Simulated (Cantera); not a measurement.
A perfectly stirred reactor is fed with 79.1 % N₂O, 20.9 % O₂, at 1.00 bar; it is held at 1123 K, and followed from long to short residence time.

Detailed kinetics in Cantera: GRI-Mech 3.0 (53 species, 325 reactions). GRI-Mech 3.0 was tuned for natural gas; its chemistry of N2O as a main component is partial and can be far from experiment. The mechanism lacks the step 2 NO + O2 → 2 NO2, which can matter for NO2 below about 1400 K. The temperature is held fixed by assumption; the heat of reaction is taken as removed at once.

Task: Predict: x(N₂O) at τ = 1.80 s; x(O₂) at τ = 1.80 s; x(NO₂) at τ = 1.80 s; x(N₂) at τ = 1.80 s; x(NO) at τ = 1.80 s; x(N₂O) at τ = 63.0 ms; x(O₂) at τ = 63.0 ms; x(NO₂) at τ = 63.0 ms; x(N₂) at τ = 63.0 ms; x(NO) at τ = 63.0 ms.

Result: 
```
Item                      Value
---------------------  --------
x(N₂O) at τ = 1.80 s      0.614
x(O₂) at τ = 1.80 s       0.255
x(NO₂) at τ = 1.80 s   0.000114
x(N₂) at τ = 1.80 s       0.122
x(NO) at τ = 1.80 s     0.00888
x(N₂O) at τ = 63.0 ms     0.782
x(O₂) at τ = 63.0 ms      0.211
x(NO₂) at τ = 63.0 ms   3.44e-6
x(N₂) at τ = 63.0 ms    0.00575
x(NO) at τ = 63.0 ms   0.000450
```
